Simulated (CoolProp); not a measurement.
Aqueous sodium chloride as a coolant, 18 % by mass, freezing at -14.1 °C, 1 atm.

Values from CoolProp's Melinder's fits for secondary coolants.

```csv
T (°C),viscosity (mPa s),Prandtl number,cp (kJ/(kg K)),conductivity (W/(m K))
-8.3,3.37,21.5,3.417,0.537
-2.3,2.74,17.2,3.430,0.546
3.8,2.25,13.9,3.442,0.555
9.8,1.88,11.5,3.451,0.565
15.8,1.60,9.66,3.460,0.574
21.9,1.38,8.22,3.467,0.583
27.9,1.22,7.12,3.472,0.593
34,1.08,6.25,3.476,0.602
```
